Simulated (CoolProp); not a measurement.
Vapour-liquid equilibrium of propylene (1) + R142b (2) at 74.6 kPa; x and y are mole fractions of (1).

Model: multi-fluid Helmholtz-energy mixture model, Lemmon 2013 and Lemmon 2006; pair parameters Bell 2016, in CoolProp.

```json
[
 {"x": "0.05", "bubble temperature (°C)": "-21.2", "y at the bubble point": "0.225", "dew temperature at overall composition x (°C)": "-17.4", "liquid density (mol/L)": "12.21"},
 {"x": "0.125", "bubble temperature (°C)": "[?]", "y at the bubble point": "0.459", "dew temperature at overall composition x (°C)": "-19.0", "liquid density (mol/L)": "12.45"},
 {"x": "0.2", "bubble temperature (°C)": "-32.3", "y at the bubble point": "0.609", "dew temperature at overall composition x (°C)": "-20.6", "liquid density (mol/L)": "12.68"},
 {"x": "0.275", "bubble temperature (°C)": "-36.3", "y at the bubble point": "0.709", "dew temperature at overall composition x (°C)": "-22.4", "liquid density (mol/L)": "12.88"},
 {"x": "0.35", "bubble temperature (°C)": "-39.6", "y at the bubble point": "0.778", "dew temperature at overall composition x (°C)": "-24.3", "liquid density (mol/L)": "13.08"},
 {"x": "0.425", "bubble temperature (°C)": "-42.3", "y at the bubble point": "0.827", "dew temperature at overall composition x (°C)": "-26.3", "liquid density (mol/L)": "13.27"},
 {"x": "0.5", "bubble temperature (°C)": "-44.5", "y at the bubble point": "0.863", "dew temperature at overall composition x (°C)": "-28.6", "liquid density (mol/L)": "[?]"},
 {"x": "0.575", "bubble temperature (°C)": "-46.4", "y at the bubble point": "0.892", "dew temperature at overall composition x (°C)": "-31.1", "liquid density (mol/L)": "13.63"},
 {"x": "0.65", "bubble temperature (°C)": "-48.1", "y at the bubble point": "0.916", "dew temperature at overall composition x (°C)": "-33.9", "liquid density (mol/L)": "13.80"},
 {"x": "0.725", "bubble temperature (°C)": "-49.5", "y at the bubble point": "0.936", "dew temperature at overall composition x (°C)": "-37.1", "liquid density (mol/L)": "13.98"},
 {"x": "0.8", "bubble temperature (°C)": "-50.8", "y at the bubble point": "0.954", "dew temperature at overall composition x (°C)": "-40.8", "liquid density (mol/L)": "14.17"},
 {"x": "0.875", "bubble temperature (°C)": "-52.1", "y at the bubble point": "0.971", "dew temperature at overall composition x (°C)": "[?]", "liquid density (mol/L)": "14.36"},
 {"x": "0.95", "bubble temperature (°C)": "-53.3", "y at the bubble point": "0.988", "dew temperature at overall composition x (°C)": "-50.6", "liquid density (mol/L)": "14.55"}
]
```

**Question.** Complete the blanks.

**Answer.** 
- 0.125, bubble temperature (°C): -27.3
- 0.5, liquid density (mol/L): 13.45
- 0.875, dew temperature at overall composition x (°C): -45.3

No azeotrope shows between x = 0.05 and 0.95.

Pair parameters are fitted to limited data, so mixtures are less certain than the pure fluids.
